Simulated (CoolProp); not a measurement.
Vapour-liquid equilibrium of ethylene (1) + carbon dioxide (2) at 256.2 K; x and y are mole fractions of (1).

The numbers come from the multi-fluid Helmholtz-energy mixture model, Smukala 2000 and Span 1996; pair parameters Bell 2016 in CoolProp.

```tsv
x	bubble pressure (bar)	y at the bubble point	dew pressure at overall composition x (bar)	liquid density (mol/L)
0.05	?	0.086	?	22.44
0.2	25.51	0.272	?	20.58
0.35	27.13	0.409	26.49	18.97
0.5	28.08	?	27.89	17.59
0.65	28.48	0.655	28.47	16.42
0.8	28.34	0.790	28.32	?
0.95	27.67	0.944	27.63	14.67
```

### Question
Fill in the missing entries.

### Answer

- 0.05, bubble pressure (bar): 22.85
- 0.05, dew pressure at overall composition x (bar): 22.32
- 0.2, dew pressure at overall composition x (bar): 24.50
- 0.5, y at the bubble point: 0.531
- 0.8, liquid density (mol/L): 15.46

y crosses x between x = 0.65 and 0.8: the model has an azeotrope there.

Pair parameters are fitted to limited data, so mixtures are less certain than the pure fluids.
